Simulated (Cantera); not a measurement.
Input (Python, Cantera):

```python
import numpy as np
import cantera as ct

gas = ct.Solution("h2o2.yaml")
gas.TPX = 375, 610000, {'H2': 1, 'O2': 0.505, 'N2': 1.9}
flame = ct.FreeFlame(gas, width=0.011)
flame.set_refine_criteria(ratio=3, slope=0.08, curve=0.16)
flame.transport_model = "mixture-averaged"
flame.solve(loglevel=0, auto=True)
z, T = flame.grid, flame.T
thick = (T[-1] - T[0]) / np.gradient(T, z).max()
show = ['H2', 'O2', 'O', 'H', 'OH', 'HO2']
print(f"laminar burning velocity  {flame.velocity[0] * 100:.3f} cm/s")
print(f"burnt temperature         {T[-1]:.1f} K")
print(f"thermal thickness         {thick * 1e3:.4f} mm")
print(f"grid points               {len(z)}")
z0 = z[flame.heat_release_rate.argmax()]
print(f"{'z/mm':>9s}{'T/K':>9s}{'u/(m/s)':>9s}" + "".join(f"{s:>11s}" for s in show))
rows = []
for k in (-3, -2, -1.5, -1, -0.5, -0.25, 0, 0.25, 0.5, 1, 2, 4, 8):
    zz = z0 + k * thick
    rows.append([k * thick, np.interp(zz, z, T), np.interp(zz, z, flame.velocity),
                 *(np.interp(zz, z, flame.X[gas.species_index(s)]) for s in show)])
    print(f"{rows[-1][0] * 1e3:9.3f}{rows[-1][1]:9.1f}{rows[-1][2]:9.3f}" + "".join(f"{x:11.3e}" for x in rows[-1][3:]))
```

Output:

```
laminar burning velocity  263.320 cm/s
burnt temperature         2454.0 K
thermal thickness         0.0413 mm
grid points               110
     z/mm      T/K  u/(m/s)         H2         O2          O          H         OH        HO2
   -0.124    375.0    2.633  2.937e-01  1.483e-01  2.517e-11  2.428e-15  1.176e-13  1.944e-10
   -0.083    375.1    2.633  2.934e-01  1.484e-01  6.975e-10  7.147e-14  3.638e-12  9.827e-09
   -0.062    375.3    2.632  2.926e-01  1.486e-01  4.800e-09  6.385e-13  3.852e-11  9.597e-08
   -0.041    378.3    2.638  2.882e-01  1.495e-01  6.476e-08  7.194e-11  5.938e-09  2.541e-06
   -0.021    462.2    3.100  2.548e-01  1.541e-01  4.249e-06  1.593e-06  1.286e-05  3.196e-04
   -0.010    813.3    5.228  2.005e-01  1.444e-01  1.907e-04  1.023e-03  8.304e-04  1.167e-03
    0.000   1307.6    8.200  1.320e-01  1.085e-01  1.923e-03  8.555e-03  2.647e-03  5.295e-04
    0.010   1649.2   10.255  7.631e-02  6.547e-02  4.534e-03  1.702e-02  6.679e-03  2.478e-04
    0.021   1843.6   11.420  4.802e-02  3.981e-02  5.620e-03  1.908e-02  1.078e-02  1.248e-04
    0.041   2034.7   12.525  3.237e-02  2.402e-02  5.134e-03  1.479e-02  1.403e-02  5.577e-05
    0.083   2195.1   13.405  2.523e-02  1.781e-02  3.289e-03  8.443e-03  1.358e-02  2.767e-05
    0.165   2313.3   14.026  1.862e-02  1.382e-02  1.806e-03  4.223e-03  1.139e-02  1.368e-05
    0.331   2388.3   14.406  1.298e-02  1.107e-02  9.910e-04  2.069e-03  9.106e-03  7.169e-06
```

Computed with Cantera and the H2/O2 subset of GRI-Mech 3.0, which has no nitrogen chemistry. The hydrogen kinetics of GRI-Mech 3.0 are dated; newer H2 mechanisms differ, most at raised pressure. Burning velocities carry a grid error of a few per cent, more on coarse grids.
